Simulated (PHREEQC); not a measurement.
1 kg of water holding 9.6 mmol/kgw KHCO3, 130 mmol/kgw KCl, 93 mmol/kgw K2SO4 and 29 mmol/kgw K2CO3 is evaporated at 25 °C; the solids stay in contact with the brine. CO2 is held at log p = -3.4 (atm). Only these solids could form: Arcanite, Kalicinite, Misenite, Sylvite.

All values are PHREEQC results (Pitzer model, pitzer.dat), not measurements.

```tsv
water left (kg)	ionic strength	water activity	Sylvite (mol)	Arcanite (mol)	Kalicinite (mol)	C in solution (mol/kgw)
0.9998	0.494	0.990	0	0	0	0.0503
0.6754	0.735	0.986	0	0	0	0.0707
0.4562	1.09	0.980	0	0	0	0.0998
0.3082	1.62	0.971	0	0	0	0.141
0.2082	2.18	0.960	0	0.0164	0	0.201
0.1406	2.47	0.950	0	0.0522	0	0.287
0.09502	3.01	0.933	0	0.0729	0	0.411
0.06419	3.96	0.906	0	0.0840	0	0.593
0.05278	4.64	0.886	0	0.0873	0	0.714
0.03567	6.56	0.830	0	0.0910	0	1.04
0.02411	7.66	0.810	0.0466	0.0920	0	1.53
0.01631	9.04	0.789	0.0825	0.0925	0	2.26
0.01103	11.2	0.750	0.106	0.0928	0	3.36
0.007448	14.5	0.679	0.120	0.0929	0	5.06
0.004863	15.1	0.667	0.124	0.0930	0.0212	5.33
```

Arcanite from water left = 0.2082 kg (pH 9.85); Sylvite from water left = 0.02933 kg (pH 10.34); Kalicinite from water left = 0.006032 kg (pH 10.95).
